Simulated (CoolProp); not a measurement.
Computed with CoolProp (reference Helmholtz-energy equation of state, Thol 2014).

Problem. For diethyl ether, give the phase and the cp (kJ/(kg K)), cv (kJ/(kg K)) at 176.55 °C and 0.0294 MPa.

Solution. 
- 176.55 °C and 0.0294 MPa: gas; cp 2.10, cv 1.99
